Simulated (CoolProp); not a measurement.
Water along the isobar 251 bar: fugacity coefficient from the reference equation and from simpler models built on Tc = 647.1 K, pc = 220.6 bar, ω = 0.344; each cubic takes its own stable root.

Model: reference Helmholtz-energy equation of state, Wagner 2002, in CoolProp.

| T (K) | phase | reference | Redlich-Kwong | Soave-Redlich-Kwong |
|---|---|---|---|---|
| 617.8 | liquid | 0.4617 | 0.5128 | 0.4890 |
| 632.6 | liquid | 0.5240 | 0.5605 | 0.5488 |
| 647.3 | supercritical | 0.5867 | 0.6057 | 0.6059 |
| 662 | supercritical | 0.6424 | 0.6455 | 0.6536 |
| 676.8 | supercritical | 0.6787 | 0.6740 | 0.6861 |
| 691.5 | supercritical | 0.7076 | 0.6968 | 0.7127 |
| 706.2 | supercritical | 0.7324 | 0.7167 | 0.7360 |
| 720.9 | supercritical | 0.7542 | 0.7346 | 0.7570 |
| 735.7 | supercritical | 0.7736 | 0.7510 | 0.7762 |
